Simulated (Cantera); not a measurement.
A closed system holds: 1 mol Fe₂O₃, 0.015 mol HCl, 0.11 mol N₂, at 1425 °C and 13300 Pa.

Cantera equilibrium calculation (NASA polynomials, part measured and part estimated; ideal gas, pure solids and liquids). Candidate condensed phases: Fe, FeCl₂, FeCl₃, FeO, Fe(OH)₂, Fe(OH)₃, Fe₂O₃, Fe₃O₄, H₂O, NH₄Cl; 37 gas species. The numbers say what is thermodynamically allowed, not how fast it happens.

**Question.** What is the equilibrium state?

**Answer.** 
```
Item                                      Value
-----------------------------------  ----------
x(O₂)                                     0.566
x(N₂)                                     0.374
x(HCl)                                   0.0284
x(H₂O)                                   0.0113
x(Cl)                                   0.00970
x(FeCl₂)                                0.00615
x(NO)                                   0.00326
x(Cl₂)                                 0.000347
x(OH)                                  0.000256
n(Fe₃O₄(s))                           0.666 mol
gas amount                           0.2926 mol
log10 activity of FeCl₂(l) (absent)       -4.19
log10 activity of Fe(δ) (absent)          -5.21
```
